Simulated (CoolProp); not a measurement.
C2F6 (R116) along the isotherm -34.95 °C: fugacity coefficient from the reference equation and from simpler models built on Tc = 19.9 °C, pc = 30.48 bar, ω = 0.257; each cubic takes its own stable root.

Values from CoolProp's reference Helmholtz-energy equation of state, Lemmon 2006. It is a short technical equation, of lower accuracy than the large ones.

```tsv
p (bar)	phase	reference
33.9	liquid	0.1875
67.7	liquid	0.1107
102	liquid	0.08653
135	liquid	0.07635
169	liquid	0.07142
203	liquid	0.06948
237	liquid	0.06944
271	liquid	0.07074
305	liquid	0.07312
```

### Question
How far does each simpler model (Soave-Redlich-Kwong, Peng-Robinson) lie from the reference over these 9 states: mean and median of the absolute difference, and the worst?

### Answer
- Soave-Redlich-Kwong: mean 4.4 %, median 4.7 %, worst +5.9 % at -34.95 °C and 305 bar
- Peng-Robinson: mean 6.4 %, median 6.4 %, worst -11.4 % at -34.95 °C and 305 bar
